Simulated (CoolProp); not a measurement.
Computed with CoolProp (reference Helmholtz-energy equation of state, Lemmon 2006). It is a short technical equation, of lower accuracy than the large ones.

### Question
For R142b, give the phase and the Z, cp (kJ/(kg K)), isothermal compressibility (1/MPa), conductivity (mW/(m K)) at 195.1 K and 0.0611 MPa.

### Answer
- 195.1 K and 0.0611 MPa: liquid; Z 0.00282, cp 1.12, isothermal compressibility 0.000901, conductivity 121

Thermal conductivity comes from a separate model (Huber 2003), an estimate that may be off by 10 % or more.
